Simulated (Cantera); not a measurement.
An adiabatic, constant-volume homogeneous reactor starts with 34.2 % CO, 2.05 % H2, 10.1 % O2, 38.0 % N2, 15.7 % CO2, at 1448 K and 10.0 bar.

Cantera simulation using GRI-Mech 3.0 (53 species, 325 reactions); the numbers are that mechanism's predictions, not measurements. The hydrogen kinetics of GRI-Mech 3.0 are dated; newer H2 mechanisms differ, most at raised pressure.

Question: Predict: time of steepest temperature rise; temperature at 6.00 s; equilibrium temperature; x(CO) at 6.00 s; x(H2) at 6.00 s; x(O2) at 6.00 s; x(H2O2) at 6.00 s; x(H2O) at 6.00 s.

Answer: 
```json
{
 "time_of_steepest_temperature_rise": "6.33 µs",
 "temperature at 6.00 s": "2869 K",
 "equilibrium_temperature": "2869 K",
 "x(CO) at 6.00 s": "0.198 (gas-phase equilibrium 0.198)",
 "x(H2) at 6.00 s": "0.00149 (gas-phase equilibrium 0.00149)",
 "x(O2) at 6.00 s": "0.00708 (gas-phase equilibrium 0.00708)",
 "x(H2O2) at 6.00 s": "9.45e-8 (gas-phase equilibrium 9.45e-8)",
 "x(H2O) at 6.00 s": "0.0188 (gas-phase equilibrium 0.0188)"
}
```
